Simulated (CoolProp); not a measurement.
A simple Rankine cycle with R142b: condensing at 330.15 K, boiler at 2.72 MPa, turbine inlet 427.5 K, turbine efficiency 0.8, pump efficiency 0.6, no recuperator. Each further row changes one setting.

Model: reference Helmholtz-energy equation of state, Lemmon 2006, in CoolProp. It is a short technical equation, of lower accuracy than the large ones.

| case | thermal efficiency (%) | net work (kJ/kg) | heat in (kJ/kg) | turbine exit temperature (K) | volume ratio over the turbine |
|---|---|---|---|---|---|
| as stated | 9.3 | (withheld) | 255 | 381.0 | (withheld) |
| turbine inlet 447.5 K | 9.3 | 26.0 | (withheld) | 402.7 | 3.44 |
| condensing temperature 322.15 K | 10.5 | 28.0 | 266 | 374.6 | 4.32 |
| boiler pressure 1.9 MPa | 6.9 | 18.5 | 267 | 397.4 | 2.36 |
| turbine efficiency 0.7 | 8.0 | (withheld) | 255 | (withheld) | 3.58 |

Q: What belongs in the gaps?

A: 
- as stated, net work (kJ/kg): 23.6
- as stated, volume ratio over the turbine: 3.54
- turbine inlet 447.5 K, heat in (kJ/kg): 280
- turbine efficiency 0.7, net work (kJ/kg): 20.3
- turbine efficiency 0.7, turbine exit temperature (K): 384.2
